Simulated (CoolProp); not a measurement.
Vapour-liquid equilibrium of carbon dioxide (1) + CH3F (R41) (2) at 1180 kPa; x and y are mole fractions of (1).

Computed with CoolProp (multi-fluid Helmholtz-energy mixture model, Span 1996 and Lemmon 2006; pair parameters Bell 2016).

| x | bubble temperature, mixture model (K) | bubble temperature, Raoult's law (K) | y, mixture model | y, Raoult's law |
|---|---|---|---|---|
| 0.05 | 253.2 | 253.2 | 0.075 | 0.083 |
| 0.125 | 251.7 | 251.5 | 0.179 | 0.198 |
| 0.2 | 250.3 | 250.0 | 0.275 | 0.302 |
| 0.275 | 249.0 | 248.5 | 0.365 | 0.397 |
| 0.35 | [?] | 247.2 | [?] | 0.483 |
| 0.425 | [?] | 245.8 | 0.529 | 0.562 |
| 0.5 | [?] | 244.6 | 0.605 | 0.635 |
| 0.575 | 244.1 | 243.4 | 0.676 | 0.702 |
| 0.65 | 242.9 | 242.3 | 0.744 | 0.764 |
| 0.725 | 241.8 | 241.2 | 0.808 | 0.821 |
| 0.8 | 240.6 | 240.2 | [?] | 0.875 |
| 0.875 | [?] | 239.2 | [?] | 0.924 |
| 0.95 | 238.4 | 238.2 | [?] | 0.971 |

Some entries are withheld; supply them.


- 0.35, bubble temperature, mixture model (K): 247.7
- 0.35, y, mixture model: 0.449
- 0.425, bubble temperature, mixture model (K): 246.5
- 0.5, bubble temperature, mixture model (K): 245.3
- 0.8, y, mixture model: 0.867
- 0.875, bubble temperature, mixture model (K): 239.5
- 0.875, y, mixture model: 0.921
- 0.95, y, mixture model: 0.970

The largest gap from Raoult's law is +0.7 K in bubble temperature, at x = 0.575. No azeotrope shows between x = 0.05 and 0.95.

The pair parameters rest on a limited set of measurements; away from them the model extrapolates.
